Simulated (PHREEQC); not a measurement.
Dissolve 0.02 mol NaOH, 0.0025 mol K2SiO3 and 5.7e-05 mol K3PO4 per kg of water at 25 °C. Closed to the air; pH follows from the charge balance.

Model: ion-association model, phreeqc.dat, run in PHREEQC.

```json
[
 {"quantity": "pH", "before": "12.27", "after": "11.76"},
 {"quantity": "ionic strength (mol/kgw)", "before": "0.0257", "after": "0.00938"},
 {"quantity": "H3SiO4- (mol/kgw)", "before": "0.00209", "after": "0.00235"},
 {"quantity": "H2SiO4-2 (mol/kgw)", "before": "0.000407", "after": "0.000123"},
 {"quantity": "PO4-3 (mol/kgw)", "before": "3.69e-5", "after": "1.71e-5"},
 {"quantity": "SI of Quartz (SiO2)", "before": "-1.21", "after": "-0.62"}
]
```

Q: Which change was made?
(A) NaOH from 0.02 to 0.004 mol/kgw
(B) K2SiO3 replaced by (NH4)2SiF6 at the same molality
(C) diluted 100-fold with water
(D) 0.037 mol/kgw KOH added

A: A, NaOH from 0.02 to 0.004 mol/kgw

Precipitation was switched off in this run.
